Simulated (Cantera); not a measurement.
An adiabatic, constant-volume homogeneous reactor starts with CH₄ : O₂ : N₂ = 1 : 1 : 3.76 (molar parts), at 1800 K and 2.30 bar. Integrator tolerance rtol = 1e-08.

Computed with Cantera and GRI-Mech 3.0 (53 species, 325 reactions).

Question: What does this change do: pressure from 2.30 bar to 3.40 bar?

Answer: 
```tsv
quantity	before	after
time of steepest temperature rise	57.8 µs	42.0 µs
temperature at 0.800 s	2958 K	2985 K
equilibrium temperature	2958 K	2985 K
x(CH₄) at 0.800 s	5.22e-11 (gas-phase equilibrium 5.88e-11)	1.09e-10 (gas-phase equilibrium 1.22e-10)
x(O₂) at 0.800 s	0.000217 (gas-phase equilibrium 0.000217)	0.000177 (gas-phase equilibrium 0.000177)
x(HO₂) at 0.800 s	3.63e-7 (gas-phase equilibrium 3.63e-7)	3.64e-7 (gas-phase equilibrium 3.64e-7)
x(C₂H) at 0.800 s	<1e-12 (gas-phase equilibrium <1e-12)	<1e-12 (gas-phase equilibrium <1e-12)
x(OH) at 0.800 s	0.00659 (gas-phase equilibrium 0.00659)	0.00605 (gas-phase equilibrium 0.00605)
```
Above 3000 K some thermodynamic fits are extrapolated.
